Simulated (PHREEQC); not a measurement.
Make-up at 20 °C: 0.0043 mol CaSO4 and 0.00063 mol MgSO4 per kg of water. Closed to the air; pH follows from the charge balance.

Model: ion-association model, phreeqc.dat, run in PHREEQC.

| Item | Value |
|---|---|
| ionic strength | 0.0156 mol/kgw |
| specific conductance | 814 µS/cm |

| species | molality | activity | log γ |
|---|---|---|---|
| SO4-2 | 0.00391 | 0.00241 | -0.211 |
| Ca+2 | 0.00343 | 0.00213 | -0.207 |
| CaSO4 | 0.000873 | 0.000876 | 0.002 |
| Mg+2 | 0.000481 | 0.000301 | -0.203 |
| MgSO4 | 0.000149 | 0.000149 | 0.002 |
| OH- | 9.57e-8 | 8.43e-8 | -0.055 |
| H+ | 9.03e-8 | 8.12e-8 | -0.046 |
| HSO4- | 1.93e-8 | 1.71e-8 | -0.054 |
| MgOH+ | 9.55e-9 | 8.51e-9 | -0.050 |
| CaOH+ | 4.92e-9 | 4.34e-9 | -0.054 |

This is a speciation only: nothing precipitates in the calculation.
